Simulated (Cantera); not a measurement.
Input: 1 mol Nb, 0.38 mol H2O, held at 825 K and 0.350 Pa.

These are equilibrium values from Cantera (NASA tables, ideal gas, pure condensed phases), not measurements of a reactor. Candidate condensed phases: H2O, Nb, NbO, NbO2, Nb2O5; 12 gas species. NbO: taken at fixed stoichiometry. Condensed phases not in the tables: N, O or C dissolved in the metal. Equilibrium is a limit: real reactors are often held back by kinetics, nucleation or transport.

Base state: H2 1.00 (mole fractions); condensed: Nb(s) + NbO(s).

What changes in the equilibrium state with this change: temperature from 825 K to 2123 K?


```tsv
species	before	after
H	4.24e-9	0.624
NbO2	<1e-9	0.148
NbO	<1e-9	0.122
H2	1.00	0.106
O	<1e-9	0.000293
H2O	1.03e-9	9.62e-5
OH	<1e-9	7.01e-5
Nb(s), mol	0.620	0.755
NbO(s), mol	0.380	0
```
